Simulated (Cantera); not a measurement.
# Thermodynamics of abatement and gas-phase synthesis, feed S + O2

Feed: 1 mol S, a varied amount of O2, equilibrated at 1050 °C and 100000 Pa.

Equilibrium computed with Cantera from the NASA thermochemical tables; the gas is ideal and each condensed phase is pure. Candidate condensed phases: S; 10 gas species. The numbers say what is thermodynamically allowed, not how fast it happens.

From 0.15 mol O2 to 2 mol O2 nothing is condensed.

| n(O2) (mol) | x SO2 | x S2 | x O2 | x SO3 | x S2O |
|---|---|---|---|---|---|
| 0.15 | 0.251 | 0.727 | 1.02e-11 | 8.40e-8 | 0.0206 |
| 0.35 | 0.510 | 0.468 | 2.59e-11 | 2.71e-7 | 0.0210 |
| 0.55 | 0.703 | 0.279 | 4.63e-11 | 5.00e-7 | 0.0167 |
| 0.76 | 0.860 | 0.129 | 8.33e-11 | 8.20e-7 | 0.0104 |
| 0.96 | 0.978 | 0.0183 | 2.51e-10 | 1.62e-6 | 0.00256 |
| 1.2 | 0.814 | <1e-12 | 0.153 | 0.0332 | <1e-12 |
| 1.4 | 0.690 | <1e-12 | 0.272 | 0.0376 | <1e-12 |
| 1.6 | 0.599 | <1e-12 | 0.363 | 0.0377 | <1e-12 |
| 1.8 | 0.529 | <1e-12 | 0.434 | 0.0364 | <1e-12 |
| 2 | 0.474 | <1e-12 | 0.491 | 0.0347 | <1e-12 |
x: gas mole fraction; nothing condenses.
